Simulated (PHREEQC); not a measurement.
0.14 g of hydrous ferric oxide (600 m²/g; 0.2 weak and 0.005 strong sites per Fe, Dzombak-Morel constants, diffuse double layer) in 1 kg of water with 0.01 mol/kgw of an inert sodium salt, at 25 °C; the pH is set by adding NaOH or the inert anion's acid. Oxygen alone is held at its pressure in air (log pO2 = -0.68). The system is closed to CO2. Nothing may precipitate in this run.

Base run: PHREEQC, ion-association model, wateq4f.dat. Each further column changes one thing. The table gives surface charge σ (C/m²).

| pH | base | background salt from 0.01 to 0.001 mol/kgw | oxide from 0.14 to 0.7 g/kgw | 0.0013 mol/kgw CaCl2 added |
|---|---|---|---|---|
| 4 | 0.216 | 0.119 | 0.218 | 0.233 |
| 5 | 0.113 | 0.051 | 0.114 | ___ |
| 5.5 | 0.077 | ___ | 0.077 | 0.086 |
| 6 | 0.050 | ___ | 0.050 | 0.056 |
| 7 | 0.017 | 0.006 | 0.017 | ___ |
| 8 | 0.001 | 0.000 | 0.001 | 0.004 |
| 8.5 | -0.005 | -0.002 | -0.005 | 0.001 |
| 9 | -0.013 | -0.004 | -0.013 | 0.000 |
| 10 | -0.040 | -0.016 | -0.041 | 0.000 |

**Question.** What belongs in the gaps?

**Answer.** 
- 5, 0.0013 mol/kgw CaCl2 added: 0.126
- 5.5, background salt from 0.01 to 0.001 mol/kgw: 0.031
- 6, background salt from 0.01 to 0.001 mol/kgw: 0.019
- 7, 0.0013 mol/kgw CaCl2 added: 0.021
